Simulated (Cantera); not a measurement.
Feed: 1 mol SO₂, 0.13 mol O₂, 0.068 mol H₂, held at 2973.15 K and 3230 Torr.

Method: chemical equilibrium by Gibbs-energy minimisation in Cantera with the NASA 1993 tables (ideal gas, pure condensed phases). Candidate condensed phases: H₂O, H₂SO₄, S; 19 gas species. The numbers say what is thermodynamically allowed, not how fast it happens.

Base state: SO₂ 0.751, O₂ 0.101, SO 0.0637, H₂O 0.0417, OH 0.0187, O 0.0158, H 0.00356, H₂ 0.00259 (mole fractions); condensed: gas only.

Q: What changes in the equilibrium state with this change: pressure from 3230 Torr to 203 Torr?

A: 
| species | before | after |
|---|---|---|
| SO₂ | 0.751 | 0.550 |
| SO | 0.0637 | 0.165 |
| O₂ | 0.101 | 0.129 |
| O | 0.0158 | 0.0713 |
| S | 0.00114 | 0.0104 |
| H | 0.00356 | 0.0190 |
| H₂O | 0.0417 | 0.0210 |
| OH | 0.0187 | 0.0282 |
| S₂ | 0.000102 | 0.000539 |
| SO₃ | 0.000456 | 9.46e-5 |
| SH | 0.000156 | 0.000478 |
